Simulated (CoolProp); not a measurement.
The numbers come from the reference Helmholtz-energy equation of state, Schmidt 1985 in CoolProp.

Task: For oxygen, give the phase and the Z, cp (kJ/(kg K)) at 172.6 K and 25200 kPa.

Result: 
- 172.6 K and 25200 kPa: supercritical; Z 0.696, cp 1.78
